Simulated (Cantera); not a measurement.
Input (Python, Cantera):

```python
import numpy as np
import cantera as ct

gas = ct.Solution("h2o2.yaml")
gas.TPX = 400, 290000, {'H2': 1, 'O2': 0.385, 'N2': 1.45}
flame = ct.FreeFlame(gas, width=0.019)
flame.set_refine_criteria(ratio=3, slope=0.08, curve=0.16)
flame.transport_model = "mixture-averaged"
flame.solve(loglevel=0, auto=True)
z, T = flame.grid, flame.T
thick = (T[-1] - T[0]) / np.gradient(T, z).max()
show = ['H2', 'O2', 'OH', 'O', 'H2O2', 'HO2']
print(f"laminar burning velocity  {flame.velocity[0] * 100:.3f} cm/s")
print(f"burnt temperature         {T[-1]:.1f} K")
print(f"thermal thickness         {thick * 1e3:.4f} mm")
print(f"grid points               {len(z)}")
z0 = z[flame.heat_release_rate.argmax()]
print(f"{'z/mm':>9s}{'T/K':>9s}{'u/(m/s)':>9s}" + "".join(f"{s:>11s}" for s in show))
rows = []
for k in (-3, -2, -1.5, -1, -0.5, -0.25, 0, 0.25, 0.5, 1, 2, 4, 8):
    zz = z0 + k * thick
    rows.append([k * thick, np.interp(zz, z, T), np.interp(zz, z, flame.velocity),
                 *(np.interp(zz, z, flame.X[gas.species_index(s)]) for s in show)])
    print(f"{rows[-1][0] * 1e3:9.3f}{rows[-1][1]:9.1f}{rows[-1][2]:9.3f}" + "".join(f"{x:11.3e}" for x in rows[-1][3:]))
```

It prints:

```
laminar burning velocity  453.021 cm/s
burnt temperature         2416.4 K
thermal thickness         0.0951 mm
grid points               110
     z/mm      T/K  u/(m/s)         H2         O2         OH          O       H2O2        HO2
   -0.285    400.0    4.530  3.527e-01  1.358e-01  8.009e-15  1.252e-12  3.000e-13  5.912e-12
   -0.190    400.0    4.530  3.527e-01  1.358e-01  3.038e-13  4.542e-11  1.770e-11  3.330e-10
   -0.143    400.0    4.530  3.527e-01  1.358e-01  8.285e-12  8.354e-10  5.429e-10  9.932e-09
   -0.095    400.4    4.531  3.522e-01  1.359e-01  1.327e-09  1.716e-08  2.027e-08  3.620e-07
   -0.048    426.6    4.768  3.430e-01  1.375e-01  1.262e-05  2.561e-06  1.033e-05  1.624e-04
   -0.024    714.7    7.701  3.025e-01  1.326e-01  1.166e-03  1.898e-04  1.111e-04  7.168e-04
    0.000   1200.0   12.506  2.222e-01  1.016e-01  2.483e-03  2.349e-03  3.240e-05  2.691e-04
    0.024   1546.9   15.913  1.416e-01  5.160e-02  6.332e-03  5.581e-03  4.991e-06  1.155e-04
    0.048   1733.1   17.722  1.020e-01  2.234e-02  9.620e-03  6.009e-03  2.689e-06  4.664e-05
    0.095   1905.7   19.326  8.730e-02  8.279e-03  1.201e-02  4.957e-03  1.437e-06  1.589e-05
    0.190   2059.3   20.683  8.763e-02  4.780e-03  1.195e-02  3.323e-03  7.667e-07  8.332e-06
    0.380   2190.2   21.797  8.834e-02  2.723e-03  1.027e-02  1.854e-03  4.405e-07  4.424e-06
    0.761   2288.8   22.609  8.851e-02  1.326e-03  7.790e-03  8.776e-04  2.600e-07  2.069e-06
```

Cantera simulation using the H2/O2 subset of GRI-Mech 3.0, which has no nitrogen chemistry; the numbers are that mechanism's predictions, not measurements. The hydrogen kinetics of GRI-Mech 3.0 are dated; newer H2 mechanisms differ, most at raised pressure. Burning velocities carry a grid error of a few per cent, more on coarse grids.
